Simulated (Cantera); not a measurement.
## CH3Cl + H2 (fluorocarbon and chlorocarbon gases)

Charge: 1 mol CH3Cl, 3 mol H2, equilibrated at 2.00 mbar.

These are equilibrium values from Cantera (NASA tables, ideal gas, pure condensed phases), not measurements of a reactor. Candidate condensed phases: C, C6H6, C7H8, C8H18; 91 gas species. The numbers say what is thermodynamically allowed, not how fast it happens.

From 1098 K to 1848 K the condensed part is C(graphite). The main C-bearing gas is CH4 at 1098 K and C2H2 (acetylene) at 1848 K.

```csv
T (K),log p H2,log p HCl,log p H,log p Cl,log p C2H2 (acetylene),log p CH4,log p CH3,n C(graphite)
1098,-2.80,-3.40,-9.00,-9.65,-10.69,-7.03,-11.98,1.000
1173,-2.80,-3.40,-8.33,-8.99,-10.01,-7.30,-11.56,1.000
1248,-2.80,-3.40,-7.73,-8.40,-9.41,-7.54,-11.19,1.000
1323,-2.80,-3.40,-7.20,-7.88,-8.88,-7.76,-10.87,1.000
1398,-2.80,-3.40,-6.72,-7.41,-8.41,-7.95,-10.58,1.000
1473,-2.80,-3.40,-6.30,-6.99,-7.98,-8.12,-10.32,1.000
1548,-2.80,-3.40,-5.91,-6.61,-7.60,-8.28,-10.09,1.000
1623,-2.80,-3.40,-5.56,-6.26,-7.25,-8.42,-9.88,1.000
1698,-2.80,-3.40,-5.24,-5.95,-6.94,-8.55,-9.68,0.999
1773,-2.80,-3.40,-4.95,-5.66,-6.65,-8.67,-9.51,0.999
1848,-2.80,-3.41,-4.68,-5.40,-6.39,-8.78,-9.35,0.998
```
log p: log10 of the partial pressure in bar; n: condensed amount in mol.
